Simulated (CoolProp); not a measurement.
Hydrogen chloride along the isotherm 394.6 K: fugacity coefficient from the reference equation and from simpler models built on Tc = 324.7 K, pc = 8314 kPa, ω = 0.130; each cubic takes its own stable root.

Values from CoolProp's reference Helmholtz-energy equation of state, Thol 2018.

```tsv
p (kPa)	phase	reference
131	gas	0.9968
212	gas	0.9948
343	gas	0.9916
554	gas	0.9864
896	gas	0.9781
1450	gas	0.9647
2340	gas	0.9437
3780	gas	0.9104
6100	gas	0.8592
9860	supercritical	0.7819
15900	supercritical	0.6727
25700	supercritical	0.5413
41600	supercritical	0.4405
```

How far does each simpler model (van der Waals, Redlich-Kwong, Soave-Redlich-Kwong, Peng-Robinson) lie from the reference over these 13 states: mean and median of the absolute difference, and the worst?


- van der Waals: mean 1.1 %, median 0.6 %, worst +8.4 % at 394.6 K and 41600 kPa
- Redlich-Kwong: mean 1.1 %, median 0.4 %, worst +7.2 % at 394.6 K and 41600 kPa
- Soave-Redlich-Kwong: mean 2.7 %, median 0.7 %, worst +14.6 % at 394.6 K and 41600 kPa
- Peng-Robinson: mean 0.6 %, median 0.1 %, worst +4.2 % at 394.6 K and 41600 kPa
